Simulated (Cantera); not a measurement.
A closed system holds: 1 mol Si3N4, a varied amount of F2, at 823.15 K and 293 Torr.

Cantera equilibrium calculation (NASA polynomials, part measured and part estimated; ideal gas, pure solids and liquids). Candidate condensed phases: Si, Si3N4; 16 gas species. The numbers say what is thermodynamically allowed, not how fast it happens.

### Question
Which condensed phases are stable at each of these points (n(F2) (mol)): 1.9, 2.3, 2.7, 3.3, 3.9, 4.6, 5.5, 6.6, 7.8, 9.3?

### Answer
```tsv
n(F2) (mol)	condensed phases	Si condensed (%)
1.9	Si3N4(s)	68.3
2.3	Si3N4(s)	61.7
2.7	Si3N4(s)	55.0
3.3	Si3N4(s)	45.0
3.9	Si3N4(s)	35.0
4.6	Si3N4(s)	23.3
5.5	Si3N4(s)	8.3
6.6	gas only	0.0
7.8	gas only	0.0
9.3	gas only	0.0
```

From 1.9 mol F2 to 5.5 mol F2 the condensed part is Si3N4(s). From 6.6 mol F2 to 9.3 mol F2 nothing is condensed.
